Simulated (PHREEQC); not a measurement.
A made-up water analysis in mmol/kgw, 25 °C, pH 7.94, pe -1.1:

| constituent | mmol/kgw |
|---|---|
| Na | 393 |
| K | 0.229 |
| Ca | 3.52 |
| Mg | 71 |
| Cl | 472 |
| S(6) | 27.4 |
| Alkalinity (meq/kgw) | 0.0971 |
| Fe(2) | 4.58 |
| B | 0.092 |

Cl is adjusted to close the charge balance.
Valence states are taken as typed.

Computed with PHREEQC (ion-association model, phreeqc.dat).

Precipitation was switched off in this run.

Task: Order these C species by the share of C that they hold, largest first: FeCO3, NaHCO3, HCO3-, FeHCO3+, MgHCO3+.

Result: HCO3- (64 %), MgHCO3+ (14 %), NaHCO3 (6.0 %), FeHCO3+ (5.2 %), FeCO3 (3.3 %)

The pH is 7.94 and the ionic strength 0.609 mol/kgw. The solution is supersaturated, for example in Siderite, so a real one may precipitate; this is no full list.
